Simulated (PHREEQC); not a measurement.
Dissolve 1.2 mmol/kgw HF and 0.031 mmol/kgw NH4HF2 at 25 °C. It is in equilibrium with CO2 at log p = -3.4 (atm). Otherwise closed; pH follows from the charge balance.

The numbers come from PHREEQC with the ion-association model, phreeqc.dat.

```json
[
 {"quantity": "pH", "before": "3.21", "after": "3.20"},
 {"quantity": "HF2- (mol/kgw)", "before": "1.52e-6", "after": "3.15e-6"},
 {"quantity": "HCO3- (mol/kgw)", "before": "1.01e-8", "after": "9.98e-9"}
]
```

Name the change that produced these shifts.
A) NH4HF2 from 3.1e-05 to 6.2e-06 mol/kgw
B) NH4HF2 from 3.1e-05 to 0.00031 mol/kgw
C) 0.0003 mol/kgw KOH added
D) temperature from 25 to 45 °C
E) NH4HF2 replaced by (NH4)2SO4 at the same molality

B, NH4HF2 from 3.1e-05 to 0.00031 mol/kgw

This is a speciation only: nothing precipitates in the calculation.
